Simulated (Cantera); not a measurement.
A closed system holds: 1 mol CH3OH, 0.029 mol O2, 18 mol H2, held at 2023 K and 0.180 Torr.

Method: chemical equilibrium by Gibbs-energy minimisation in Cantera with the NASA 1993 tables (ideal gas, pure condensed phases). The numbers say what is thermodynamically allowed, not how fast it happens.

| species | before | after |
|---|---|---|
| H2 | 0.840 | 0.899 |
| H | 0.112 | 0.0520 |
| CO | 0.0449 | 0.0464 |
| OH | 3.54e-5 | 1.59e-5 |
| H2O | 0.00254 | 0.00264 |
| CO2 | 2.91e-5 | 2.92e-5 |
Gas species are given as mole fractions.

Which change was made?
(A) pressure from 0.180 Torr to 0.900 Torr
(B) temperature from 2023 K to 2125 K
(C) temperature from 2023 K to 2898 K
(D) temperature from 2023 K to 2273.15 K

A, pressure from 0.180 Torr to 0.900 Torr
